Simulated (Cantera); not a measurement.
Input (Python, Cantera) and output of one run.

```python
import numpy as np
import cantera as ct

gas_names = """
    NO2 H CrO3 NH3
""".split()
cond_names = """
    Cr2N(s)
""".split()


# ... load() reads the species with a 1 bar reference pressure and builds the phases ...
species = {s.name: s for s in load("nasa_gas.yaml", gas_names) + load("nasa_condensed.yaml", cond_names)}
# Each term lists the table entries of one substance; the one whose range holds T is used.
reactions = {
    '3 NO2(g) + 12 H(g) + Cr2N = 2 CrO3(g) + 4 NH3(g)':
        [(-3, ['NO2']), (-12, ['H']), (-1, ['Cr2N(s)']), (2, ['CrO3']), (4, ['NH3'])],
}


def pick(names, T):
    return next(species[n] for n in names if species[n].thermo.min_temp <= T <= species[n].thermo.max_temp)


results = []
for label, terms in reactions.items():
    print(label)
    print("     T/K   dH/kJ  dS/(J/K)   dG/kJ   log10 K")
    for T in [300, 448, 548, 648, 748, 848]:
        used = [(nu, pick(names, T)) for nu, names in terms]
        dH = sum(nu * s.thermo.h(T) for nu, s in used) / 1e6
        dS = sum(nu * s.thermo.s(T) for nu, s in used) / 1e3
        dG = dH - T * dS / 1e3
        logK = -dG * 1e6 / (ct.gas_constant * T * np.log(10))
        results.append((label, T, dH, dS, dG, logK, [s.name for _, s in used]))
        print(f"{T:8g} {dH:8.1f} {dS:8.1f} {dG:8.1f} {logK:8.2f}")
```

It prints:

```
3 NO2(g) + 12 H(g) + Cr2N = 2 CrO3(g) + 4 NH3(g)
     T/K   dH/kJ  dS/(J/K)   dG/kJ   log10 K
     300  -3362.8   -859.6  -3105.0   540.61
     448  -3387.2   -925.8  -2972.4   346.56
     548  -3402.4   -956.4  -2878.3   274.35
     648  -3416.6   -980.3  -2781.4   224.20
     748  -3430.0   -999.6  -2682.4   187.31
     848  -3442.8  -1015.6  -2581.6   159.02
```

Source: NASA polynomial tables (part measured, part estimated), evaluated in Cantera. Condensed species are held in their standard states even where they would react or evaporate.
